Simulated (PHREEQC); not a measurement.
PHREEQC input (ion-association model, wateq4f.dat):

```
SOLUTION_MASTER_SPECIES
  An  An-  0  An  62.0  # stands for a non-complexing anion
SOLUTION_SPECIES
  An- = An-
    -log_k 0
    -gamma 3.0 0
PHASES
  Fix_H+
    H+ = H+
    -log_k 0
SOLUTION 1
  temp 25
  units mmol/kgw
  pH 7 charge
  Cl 0.034
  Ca 0.017
  S(6) 5.1
  Zn 5.1
  Na 5
  An 5
END
SELECTED_OUTPUT 1
  -reset false
  -pH true
  -pe true
  -ionic_strength true
  -water true
  -totals Ca Cl Na S Zn S(-2) S(6)
  -molalities Hfo_wOH Hfo_wOH2+ Hfo_wO- Hfo_sOH Hfo_sOH2+ Hfo_sO- Hfo_sOZn+ Hfo_wOZn+ Hfo_wSO4- Hfo_wOHSO4-2
    Hfo_sOHCa+2 Hfo_wOCa+
  -saturation_indices Gypsum Portlandite Zn(OH)2-e Zn4(OH)6SO4 Zn5(OH)8Cl2 Halite Mirabilite Goslarite
USER_PUNCH 1
  -headings sigma psi
  10 PUNCH EDL("sigma", "Hfo"), EDL("psi", "Hfo")
PRINT
  -reset false
USE solution 1
SURFACE 1
  Hfo_wOH 0.00175281 600 0.78
  Hfo_sOH 4.38202e-05
EQUILIBRIUM_PHASES 1
  Fix_H+ -3 HAn 10
    -force_equality true
  O2(g) -0.68 10
END
# ... the last block is repeated for the other 16 points of pH, with NaOH or the acid as the point needs
```

Selected output (columns that matter, 17 of 17 rows; pH added in front):

```
pH	mu	Ca	Cl	Na	S	Zn	si_Gypsum	si_Portlandite	si_Zn(OH)2-e	si_Zn4(OH)6SO4	si_Zn5(OH)8Cl2	si_Halite	si_Mirabilite	si_Goslarite
3	0.021557	1.7e-05	3.3999e-05	0.0049999	0.0042718	0.0050999	-3.2686	-21.887	-8.1192	-23.639	-36.666	-8.483	-6.3823	-3.4228
3.38	0.020876	1.6999e-05	3.3999e-05	0.0049999	0.0042713	0.0050996	-3.2543	-21.126	-7.3596	-21.347	-33.626	-8.4815	-6.3671	-3.4094
3.75	0.020595	1.6999e-05	3.3999e-05	0.0049999	0.0042731	0.0050983	-3.2482	-20.386	-6.62	-19.123	-30.668	-8.4808	-6.3604	-3.4037
4.12	0.020461	1.6998e-05	3.4e-05	0.0049999	0.0042785	0.0050922	-3.2449	-19.646	-5.8808	-16.902	-27.711	-8.4805	-6.3569	-3.4012
4.5	0.020368	1.6998e-05	3.4e-05	0.0049999	0.0042913	0.0050751	-3.2421	-18.886	-5.1225	-14.627	-24.68	-8.4803	-6.3537	-3.4
4.88	0.020299	1.6998e-05	3.4e-05	0.0049999	0.0043184	0.0050553	-3.2387	-18.127	-4.3648	-12.352	-21.651	-8.4801	-6.3497	-3.3984
5.25	0.020213	1.6999e-05	3.4e-05	0.0049999	0.0043671	0.0050224	-3.2332	-17.387	-3.6287	-10.141	-18.71	-8.48	-6.3434	-3.3961
5.62	0.019907	1.6999e-05	3.4e-05	0.005	0.004441	0.0048963	-3.2227	-16.648	-2.9013	-7.96	-15.812	-8.4792	-6.3314	-3.3972
6	0.019099	1.6999e-05	3.4e-05	0.005	0.0045231	0.00456	-3.2047	-15.889	-2.1736	-5.791	-12.931	-8.4771	-6.3113	-3.4111
6.38	0.018908	1.6999e-05	3.4e-05	0.0056346	0.0045743	0.0041978	-3.193	-15.131	-1.4524	-3.6527	-10.084	-8.4247	-6.1937	-3.4363
6.75	0.018885	1.6999e-05	3.3999e-05	0.0060319	0.0045917	0.0040114	-3.1881	-14.392	-0.7344	-1.5145	-7.2338	-8.3951	-6.1287	-3.4523
7.12	0.018867	1.6999e-05	3.3999e-05	0.0062102	0.0046003	0.0039311	-3.1856	-13.652	-0.0061	0.6618	-4.3325	-8.3825	-6.1003	-3.4609
7.5	0.018866	1.6999e-05	3.3999e-05	0.0063639	0.0046155	0.0038943	-3.1827	-12.893	0.7424	2.8993	-1.3507	-8.3723	-6.0756	-3.4689
7.88	0.018874	1.6999e-05	3.3999e-05	0.006704	0.0046441	0.0038807	-3.1771	-12.135	1.4773	5.0862	1.5624	-8.3505	-6.0234	-3.4868
8.25	0.018857	1.6999e-05	3.3999e-05	0.0077675	0.00469	0.0038862	-3.1635	-11.398	2.1382	7.0069	4.1247	-8.2879	-5.8788	-3.5488
8.62	0.01888	1.6998e-05	3.3999e-05	0.010318	0.0047653	0.0039201	-3.1361	-10.666	2.6378	8.3005	5.8817	-8.1654	-5.5981	-3.7541
9	0.019215	1.6995e-05	3.3999e-05	0.013137	0.0048927	0.0039981	-3.1083	-9.9161	2.8936	8.6015	6.403	-8.0602	-5.3524	-4.2206
```

Along this series the solution becomes supersaturated in solids that the run did not let form, among them Zn(OH)2-e, Zn4(OH)6SO4, Zn5(OH)8Cl2. Complexes and solids missing from the database can't appear. The oxide is taken as insoluble; below pH 4 it would dissolve.
